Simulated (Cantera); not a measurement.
**Low-pressure radical oxidation in H2/O2**

An isothermal, constant-pressure homogeneous reactor starts with 7.62 % H2, 92.4 % O2, at 1350 K and 0.00240 bar.

Cantera simulation using GRI-Mech 3.0 (53 species, 325 reactions); the numbers are that mechanism's predictions, not measurements. Radical loss at walls, strong at low pressure, is not modelled. The temperature is held fixed by assumption; the heat of reaction is taken as removed at once.

```csv
t (s),x H2,x O2,x O,x OH,x H2O2,x HO2,x H
0.000200,0.0762,0.924,1.38e-8,1.25e-8,1.03e-11,2.89e-8,1.99e-8
0.000457,0.0762,0.924,6.06e-8,5.04e-8,5.33e-11,6.59e-8,4.95e-8
0.00104,0.0762,0.924,4.08e-7,3.20e-7,2.72e-10,1.50e-7,2.55e-7
0.00238,0.0761,0.924,1.34e-5,1.03e-5,1.35e-9,3.42e-7,7.88e-6
0.00543,0.0435,0.900,0.0151,0.00897,2.50e-8,4.85e-7,0.00865
0.0124,0.00184,0.863,0.0504,0.00754,1.76e-8,5.63e-7,0.0131
0.0283,0.00180,0.864,0.0499,0.00747,1.75e-8,5.61e-7,0.0129
0.0646,0.00176,0.865,0.0486,0.00740,1.75e-8,5.60e-7,0.0124
0.147,0.00168,0.868,0.0458,0.00723,1.76e-8,5.55e-7,0.0114
0.336,0.00149,0.875,0.0401,0.00685,1.76e-8,5.44e-7,0.00934
0.768,0.00115,0.887,0.0299,0.00605,1.72e-8,5.12e-7,0.00608
1.75,0.000663,0.901,0.0167,0.00463,1.54e-8,4.30e-7,0.00255
4.00,0.000252,0.913,0.00617,0.00287,1.12e-8,2.81e-7,0.000578
```
x: mole fraction; the columns are a selection and need not sum to one.

Equilibrium at this temperature and pressure: H2 3.46e-7, O2 0.921, O 8.32e-6, OH 0.000107, H2O2 2.95e-10, HO2 3.53e-8, H 2.88e-8 (gas phase only).
